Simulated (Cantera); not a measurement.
Input: 1 mol Ta₂O₅, 2.5 mol CO, 11 mol H₂, at 2398.15 K.

These are equilibrium values from Cantera (NASA tables, ideal gas, pure condensed phases), not measurements of a reactor. Candidate condensed phases: C, C₆H₆, C₇H₈, C₈H₁₈, H₂O, Ta, TaC, Ta₂O₅; 113 gas species. Mutual solubility and eutectic melting of coexisting phases are not modelled. TaC: taken at fixed stoichiometry. Condensed phases not in the tables: Ta₂C, N, O or C dissolved in the metal. Equilibrium is a limit: real reactors are often held back by kinetics, nucleation or transport.

x: gas mole fraction; n: condensed amount in mol.

```tsv
P (Pa)	x H₂	x H	x CO	x TaO₂	x H₂O	x O	n Ta₂O₅(l)	n Ta(s)	n TaC(s)
10	0.151	0.613	0.106	0.0843	0.0111	0.0225	0	0	0
100	…	…	…	…	…	…	…	0	0
1000	…	…	0.170	…	…	…	…	0	0
10000	0.768	0.0437	0.180	0.00211	0.00478	1.90e-6	0.973	0.0178	0
100000	0.798	0.0141	0.182	0.000209	0.00504	1.93e-7	0.988	0	0.0197
1000000	0.803	0.00447	0.182	1.51e-5	0.00980	3.72e-8	0.980	0	0.0392
```

Question: What belongs in the gaps?

Answer: 
- 100, x H₂: 0.430
- 100, x H: 0.327
- 100, x CO: 0.140
- 100, x TaO₂: 0.0657
- 100, x H₂O: 0.0276
- 100, x O: 0.00196
- 100, n Ta₂O₅(l): 0.408
- 1000, x H₂: 0.675
- 1000, x H: 0.130
- 1000, x TaO₂: 0.0145
- 1000, x H₂O: 0.00891
- 1000, x O: 4.03e-5
- 1000, n Ta₂O₅(l): 0.882
